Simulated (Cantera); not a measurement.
A freely propagating, adiabatic, planar premixed flame of 4.76 % CH4, 1.48 % C2H6, 0.524 % C3H8, 18.6 % O2, 70.0 % N2, 4.66 % H2, equivalence ratio 1.1, unburnt at 400 K and 43000 Pa; mixture-averaged transport, grid criteria slope 0.08 and curve 0.16, no radiation.

Cantera simulation using GRI-Mech 3.0 (53 species, 325 reactions); the numbers are that mechanism's predictions, not measurements. Burning velocities carry a grid error of a few per cent, more on coarse grids.

Predict: laminar burning velocity; thermal thickness; peak x(C2H); peak x(OH).


```
Item                         Value
------------------------  --------
laminar burning velocity  102 cm/s
thermal thickness         0.651 mm
peak x(C2H)                7.74e-7
peak x(OH)                  0.0100
```
